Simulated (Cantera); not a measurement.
## Premixed flame

A freely propagating, adiabatic, planar premixed flame of 14.8 % H2, 14.8 % O2, 55.6 % N2, 14.8 % H2O, equivalence ratio 0.50, unburnt at 675 K and 1.40 bar; mixture-averaged transport, grid criteria slope 0.08 and curve 0.16, no radiation.

Computed with Cantera and the H2/O2 subset of GRI-Mech 3.0, which has no nitrogen chemistry. Burning velocities carry a grid error of a few per cent, more on coarse grids. Lean hydrogen flames are cellular in practice and burn faster than this planar one.

| z (mm) | T (K) | u (m/s) | x H2 | x O2 | x H2O | x HO2 | x OH | x H2O2 |
|---|---|---|---|---|---|---|---|---|
| -0.925 | 675 | 1.74 | 0.147 | 0.148 | 0.148 | 5.32e-8 | <1e-8 | 1.04e-8 |
| -0.616 | 676 | 1.74 | 0.143 | 0.149 | 0.149 | 6.97e-7 | <1e-8 | 1.37e-7 |
| -0.462 | 678 | 1.74 | 0.138 | 0.150 | 0.150 | 4.87e-6 | <1e-8 | 9.57e-7 |
| -0.308 | 688 | 1.74 | 0.126 | 0.151 | 0.154 | 3.52e-5 | 1.07e-8 | 6.59e-6 |
| -0.154 | 804 | 1.98 | 0.0925 | 0.149 | 0.174 | 0.000385 | 4.37e-5 | 6.24e-5 |
| -0.0771 | 1013 | 2.46 | 0.0640 | 0.137 | 0.207 | 0.000333 | 0.000421 | 5.92e-5 |
| 0 | 1258 | 3.03 | 0.0350 | 0.116 | 0.249 | 0.000192 | 0.00167 | 1.64e-5 |
| 0.0771 | 1431 | 3.44 | 0.0162 | 0.0973 | 0.280 | 0.000117 | 0.00367 | 5.77e-6 |
| 0.154 | 1530 | 3.68 | 0.00813 | 0.0885 | 0.295 | 7.99e-5 | 0.00488 | 3.59e-6 |
| 0.308 | 1620 | 3.89 | 0.00341 | 0.0839 | 0.305 | 4.44e-5 | 0.00479 | 1.93e-6 |
| 0.616 | 1671 | 4.00 | 0.00123 | 0.0828 | 0.311 | 1.83e-5 | 0.00329 | 9.36e-7 |
| 1.23 | 1691 | 4.05 | 0.000352 | 0.0828 | 0.313 | 5.87e-6 | 0.00186 | 4.18e-7 |
| 2.47 | 1698 | 4.06 | 9.82e-5 | 0.0829 | 0.314 | 1.91e-6 | 0.00103 | 1.82e-7 |
x: mole fraction of selected species; z is measured from the peak of heat release.

```
Item                         Value
------------------------  --------
laminar burning velocity  175 cm/s
thermal thickness         0.308 mm
peak x(HO2)               0.000414
peak x(OH)                 0.00509
peak x(H2O2)               7.14e-5
grid points                    108
```
